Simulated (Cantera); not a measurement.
Cantera with NASA thermochemical tables; ideal gases at 1 bar, condensed phases pure. Values are per mole of reaction as written; species without (g) are pure solids or liquids, kept so even where they would boil at 1 bar.

CF2(g) + CuF2(g) → Cu + CF4(g)

```csv
T (K),ΔH° (kJ),ΔS° (J/K),ΔG° (kJ),log10 K
1750,?,?,?,?
1800,-447.5,-182.0,-120.0,3.48
1850,-446.4,-181.3,-110.9,3.13
1900,?,?,?,?
1950,-444.1,-180.2,-92.8,2.49
2000,?,?,?,?
2050,-441.9,-179.0,-74.9,1.91
2100,?,?,?,?
2150,-439.7,-178.0,-57.0,1.39
2200,-438.6,-177.5,-48.1,1.14
```

Question: What belongs in the gaps?

Answer: 
- 1750, ΔH° (kJ): -448.6
- 1750, ΔS° (J/K): -182.6
- 1750, ΔG° (kJ): -129.1
- 1750, log10 K: 3.85
- 1900, ΔH° (kJ): -445.2
- 1900, ΔS° (J/K): -180.7
- 1900, ΔG° (kJ): -101.8
- 1900, log10 K: 2.80
- 2000, ΔH° (kJ): -443.0
- 2000, ΔS° (J/K): -179.6
- 2000, ΔG° (kJ): -83.8
- 2000, log10 K: 2.19
- 2100, ΔH° (kJ): -440.8
- 2100, ΔS° (J/K): -178.5
- 2100, ΔG° (kJ): -65.9
- 2100, log10 K: 1.64
